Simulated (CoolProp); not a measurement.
Vapour-liquid equilibrium of ethane (1) + n-butane (2) at -41.15 °C; x and y are mole fractions of (1).

Model: multi-fluid Helmholtz-energy mixture model, Bücker 2006 and Bücker 2006; pair parameters Kunz 2012, in CoolProp.

| x | bubble pressure, mixture model (MPa) | bubble pressure, Raoult's law (MPa) | y, mixture model | y, Raoult's law |
|---|---|---|---|---|
| 0.05 | 0.04879 | 0.05241 | 0.687 | 0.714 |
| 0.125 | 0.1001 | 0.1074 | 0.856 | 0.872 |
| 0.2 | 0.1530 | 0.1623 | 0.912 | 0.922 |
| 0.275 | 0.2070 | 0.2173 | 0.939 | 0.947 |
| 0.35 | 0.2617 | 0.2722 | 0.956 | 0.962 |
| 0.425 | 0.3165 | 0.3272 | 0.966 | 0.972 |
| 0.5 | 0.3712 | 0.3822 | 0.974 | 0.979 |
| 0.575 | 0.4258 | 0.4371 | 0.980 | 0.985 |
| 0.65 | 0.4804 | 0.4921 | 0.985 | 0.989 |
| 0.725 | 0.5351 | 0.5470 | 0.989 | 0.992 |
| 0.8 | 0.5904 | 0.6020 | 0.992 | 0.995 |
| 0.875 | 0.6473 | 0.6569 | 0.995 | 0.997 |
| 0.95 | 0.7067 | 0.7119 | 0.998 | 0.999 |

The largest gap from Raoult's law is -6.9 % in bubble pressure, at x = 0.05. No azeotrope shows between x = 0.05 and 0.95.

Pair parameters are fitted to limited data, so mixtures are less certain than the pure fluids.
